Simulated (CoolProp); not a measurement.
Methanol along the isotherm 598 K: fugacity coefficient from the reference equation and from simpler models built on Tc = 513.4 K, pc = 8.216 MPa, ω = 0.565; each cubic takes its own stable root.

Model: reference Helmholtz-energy equation of state, de Reuck 1993, in CoolProp.

| p (MPa) | phase | reference | van der Waals | Soave-Redlich-Kwong | Peng-Robinson |
|---|---|---|---|---|---|
| 0.13 | gas | 0.9972 | 0.9968 | 0.9972 | 0.9967 |
| 0.202 | gas | 0.9956 | 0.9950 | 0.9956 | 0.9948 |
| 0.315 | gas | 0.9931 | 0.9922 | 0.9932 | 0.9919 |
| 0.49 | gas | 0.9893 | 0.9879 | 0.9894 | 0.9875 |
| 0.764 | gas | 0.9833 | 0.9811 | 0.9835 | 0.9806 |
| 1.19 | gas | 0.9739 | 0.9706 | 0.9744 | 0.9699 |
| 1.85 | gas | 0.9594 | 0.9544 | 0.9604 | 0.9535 |
| 2.88 | gas | 0.9367 | 0.9293 | 0.9389 | 0.9285 |
| 4.49 | gas | 0.9015 | 0.8902 | 0.9061 | 0.8908 |
| 6.99 | gas | 0.8480 | 0.8300 | 0.8570 | 0.8352 |
| 10.9 | supercritical | 0.7692 | 0.7359 | 0.7854 | 0.7559 |
| 16.9 | supercritical | 0.6604 | 0.6043 | 0.6910 | 0.6548 |
| 26.4 | supercritical | 0.5281 | 0.4960 | 0.5912 | 0.5498 |
| 41.1 | supercritical | 0.4248 | 0.4408 | 0.5222 | 0.4736 |
